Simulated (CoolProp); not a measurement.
Vapour-liquid equilibrium of acetone (1) + n-nonane (2) at 0.0341 MPa; x and y are mole fractions of (1).

The numbers come from the multi-fluid Helmholtz-energy mixture model, Lemmon 2006 and Lemmon 2006; pair parameters Bell 2016 in CoolProp.

| x | bubble temperature, mixture model (K) | bubble temperature, Raoult's law (K) | y, mixture model | y, Raoult's law |
|---|---|---|---|---|
| 0.05 | 344.3 | 369.2 | 0.810 | 0.493 |
| 0.2 | 311.8 | 340.7 | … | 0.867 |
| 0.35 | … | 326.5 | 0.976 | 0.945 |
| 0.5 | … | 317.4 | 0.978 | 0.974 |
| 0.65 | 304.9 | 310.9 | … | 0.987 |
| 0.8 | 303.8 | 305.8 | 0.983 | 0.995 |
| 0.95 | 301.6 | 301.8 | … | 0.999 |

Question: What belongs in the gaps?

Answer: 
- 0.2, y, mixture model: 0.966
- 0.35, bubble temperature, mixture model (K): 306.3
- 0.5, bubble temperature, mixture model (K): 305.3
- 0.65, y, mixture model: 0.979
- 0.95, y, mixture model: 0.994

The largest gap from Raoult's law is -28.9 K in bubble temperature, at x = 0.2. No azeotrope shows between x = 0.05 and 0.95.

Pair parameters are fitted to limited data, so mixtures are less certain than the pure fluids. With so large a gap from Raoult's law the liquid may split in two, which this calculation doesn't test in full.
